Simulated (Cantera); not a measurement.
A perfectly stirred reactor is fed with CH4 : H2 = 1 : 10 (molar parts), at 1.01 bar; it is held at 1900 K, and followed from long to short residence time.

Model: GRI-Mech 3.0 (53 species, 325 reactions), integrated in Cantera. GRI-Mech 3.0 stops at C3 and has no aromatics, soot or wall deposition, so with more carbon than oxygen in the feed, carbon stays in small species such as C2H2 where larger ones or solid carbon would form.

Problem. What does this change do: pressure from 1.01 bar to 0.000240 bar?

Solution. 
```tsv
quantity	before	after
x(CH4) at τ = 8.90 s	0.00556	0.0212
x(H2) at τ = 8.90 s	0.954	0.942
x(C2H4) at τ = 8.90 s	0.000451	9.92e-5
x(C2H6) at τ = 8.90 s	3.64e-7	1.01e-6
x(C2H2) at τ = 8.90 s	0.0386	0.0309
x(CH4) at τ = 26.0 ms	0.0273	0.0906
x(H2) at τ = 26.0 ms	0.943	0.909
x(C2H4) at τ = 26.0 ms	0.000392	1.48e-6
x(C2H6) at τ = 26.0 ms	5.64e-6	3.79e-8
x(C2H2) at τ = 26.0 ms	0.0285	2.31e-7
```
Radical loss at walls, strong at low pressure, is not modelled.
